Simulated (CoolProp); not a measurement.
Vapour-liquid equilibrium of R125 (1) + R115 (2) at 1.34 bar; x and y are mole fractions of (1).

Computed with CoolProp (multi-fluid Helmholtz-energy mixture model, Lemmon 2005 and Lemmon 2016; pair parameters Bell 2016).

Q: Give the bubble temperature and the first vapour's composition at x = 0.25, 0.45, 0.95. Is there an azeotrope?

A: x = 0.25: 233.5 K, y = 0.410; x = 0.45: 231.3 K, y = 0.568; x = 0.95: 230.6 K, y = 0.937. y crosses x between x = 0.75 and 0.85: the model has an azeotrope there.

The pair parameters rest on a limited set of measurements; away from them the model extrapolates.
